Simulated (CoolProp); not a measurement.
Vapour-liquid equilibrium of R13 (1) + n-butane (2) at 321 kPa; x and y are mole fractions of (1).

Model: multi-fluid Helmholtz-energy mixture model, Platzer 1990 and Bücker 2006; pair parameters Bell 2016, in CoolProp. This equation is an older, rougher fit; its heat capacities, sound speeds and derivatives of the liquid may be far off and weren't checked against measurements.

```tsv
x	bubble temperature (K)	y at the bubble point	dew temperature at overall composition x (K)	liquid density (mol/L)
0.05	282.4	0.546	305.5	10.23
0.2	246.6	0.902	299.7	11.17
0.35	234.6	0.952	293.0	11.70
0.5	228.7	0.969	285.2	12.14
0.65	224.7	0.979	275.3	12.56
0.8	221.2	0.988	261.6	12.99
0.95	217.7	0.997	235.2	13.44
```

No azeotrope shows between x = 0.05 and 0.95.

Pair parameters are fitted to limited data, so mixtures are less certain than the pure fluids. With so large a gap from Raoult's law the liquid may split in two, which this calculation doesn't test in full.
